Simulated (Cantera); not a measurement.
A freely propagating, adiabatic, planar premixed flame of 6.82 % CH4, 0.682 % C2H6, 19.1 % O2, 68.8 % N2, 4.57 % H2O, unburnt at 425 K and 1880 Torr; multicomponent+Soret transport, grid criteria slope 0.08 and curve 0.16, no radiation.

Computed with Cantera and GRI-Mech 3.0 (53 species, 325 reactions). Burning velocities carry a grid error of a few per cent, more on coarse grids.

**Question.** Predict: laminar burning velocity; thermal thickness; peak x(C2H2); peak x(H2); peak x(CH3).

**Answer.** 
- laminar burning velocity: 36.7 cm/s
- thermal thickness: 0.244 mm
- peak x(C2H2): 0.000117
- peak x(H2): 0.00860
- peak x(CH3): 0.00108
